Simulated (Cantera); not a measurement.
Thermodynamics of oxide etching and cleaning by halides, feed CuO + F₂

Feed: 1 mol CuO, 3.5 mol F₂, at 1800 K.

Equilibrium computed with Cantera from the NASA thermochemical tables; the gas is ideal and each condensed phase is pure. Candidate condensed phases: Cu, CuF₂, CuO, Cu₂O; 13 gas species. The numbers say what is thermodynamically allowed, not how fast it happens.

```
P (Pa)    x F   x CuF₂     x CuF    x O₂       x O      x F₂      x Cu
------  -----  -------  --------  ------  --------  --------  --------
1       0.796  0.00205     0.129  0.0616   0.00955   9.09e-8   0.00173
5.20    0.796   0.0103     0.124  0.0650   0.00430   4.73e-7  0.000319
27      0.791   0.0415    0.0972  0.0684   0.00194   2.42e-6   4.86e-5
140     0.780    0.101    0.0461  0.0729  0.000878   1.22e-5   4.51e-6
720     0.772    0.139    0.0125  0.0757  0.000395   6.15e-5   2.41e-7
3700    0.769    0.151   0.00265  0.0766  0.000175  0.000314   9.93e-9
19000   0.767    0.153  0.000526  0.0769   7.74e-5   0.00160  3.85e-10
100000  0.759    0.155  0.000102  0.0775   3.39e-5   0.00826  1.44e-11
```
x: gas mole fraction; nothing condenses.

From 1.00 Pa to 1.00 bar nothing is condensed. The main Cu-bearing gas is CuF at 1.00 Pa and CuF₂ at 1.00 bar.
